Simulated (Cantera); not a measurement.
# BF3 + N2 (boron, boron nitride and boron oxide)

Feed: 1 mol BF3, 1.3 mol N2, held at 1048.15 K and 13.3 mbar.

Method: chemical equilibrium by Gibbs-energy minimisation in Cantera with the NASA 1993 tables (ideal gas, pure condensed phases). Candidate condensed phases: B, BN; 13 gas species. Kinetics and transport are ignored.

```yaml
x(N2): 0.565
x(BF3): 0.435
gas_amount: 2.300 mol
log10 activity of B(s) (absent): -20.27
```
